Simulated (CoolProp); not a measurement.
c-C4F8 (RC318) along the isobar 0.17 MPa: Z from the reference equation and from simpler models built on Tc = 388.4 K, pc = 2.778 MPa, ω = 0.355; each cubic takes its own stable root.

Model: reference Helmholtz-energy equation of state, Platzer 1990, in CoolProp. This equation is an older, rougher fit; its heat capacities, sound speeds and derivatives of the liquid may be far off and weren't checked against measurements.

| T (K) | phase | reference |
|---|---|---|
| 269.3 | liquid | 0.009446 |
| 282.3 | gas | 0.9373 |
| 295.3 | gas | 0.9466 |
| 308.3 | gas | 0.9542 |
| 321.2 | gas | 0.9603 |
| 334.2 | gas | 0.9654 |
| 347.2 | gas | 0.9697 |
| 360.2 | gas | 0.9734 |
| 373.2 | gas | 0.9765 |
| 386.1 | gas | 0.9791 |
| 399.1 | gas | 0.9814 |
| 412.1 | gas | 0.9834 |
| 425.1 | gas | 0.9852 |
| 438 | gas | 0.9867 |

Problem. How far does each simpler model (Redlich-Kwong, Soave-Redlich-Kwong) lie from the reference over these 14 states: mean and median of the absolute difference, and the worst?

Solution. 
- Redlich-Kwong: mean 703.3 %, median 0.1 %, worst +9842.8 % at 269.3 K and 0.17 MPa
- Soave-Redlich-Kwong: mean 0.5 %, median 0.1 %, worst +6.1 % at 269.3 K and 0.17 MPa

At some of these states Redlich-Kwong gives the other phase, because its saturation line lies elsewhere.
